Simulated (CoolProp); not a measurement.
m-xylene along the isotherm 346.85 °C: fugacity coefficient from the reference equation and from simpler models built on Tc = 343.7 °C, pc = 3535 kPa, ω = 0.326; each cubic takes its own stable root.

Computed with CoolProp (reference Helmholtz-energy equation of state, Zhou 2012).

```
p (kPa)  phase  reference
-------  -----  ---------
221        gas     0.9777
442        gas     0.9555
663        gas     0.9336
884        gas     0.9118
1100       gas     0.8907
1330       gas     0.8684
1550       gas     0.8471
1770       gas     0.8260
```

How far does each simpler model (van der Waals, Redlich-Kwong, Soave-Redlich-Kwong, Peng-Robinson) lie from the reference over these 8 states: mean and median of the absolute difference, and the worst?


- van der Waals: mean 1.9 %, median 1.9 %, worst +3.4 % at 346.85 °C and 1770 kPa
- Redlich-Kwong: mean 0.7 %, median 0.7 %, worst +1.2 % at 346.85 °C and 1770 kPa
- Soave-Redlich-Kwong: mean 0.7 %, median 0.7 %, worst +1.3 % at 346.85 °C and 1770 kPa
- Peng-Robinson: mean 0.3 %, median 0.4 %, worst -0.6 % at 346.85 °C and 1770 kPa
